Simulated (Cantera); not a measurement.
An adiabatic, constant-volume homogeneous reactor starts with H2 : O2 : N2 : NO = 1 : 0.769 : 2.89 : 0.02 (molar parts), at 1223 K and 100000 Pa.

Model: GRI-Mech 3.0 (53 species, 325 reactions), integrated in Cantera. The mechanism lacks 2 NO + O2 → 2 NO2 and HONO, so NO2 and the effect of NO are under-described below about 1400 K.

One state of this run: T (K) = 2749; P (bar) = 2.05; x H2 = 0.0109; x O2 = 0.0576; x NO = 0.00869; x N2O = 1.07e-6; x OH = 0.0257. x: mole fraction; the columns are a selection and need not sum to one.

**Question.** Which value of t (s) does it belong to?
A) 5.15e-5
B) 5.00e-6
C) 0.000531
D) 1.61e-5

**Answer.** C, 0.000531
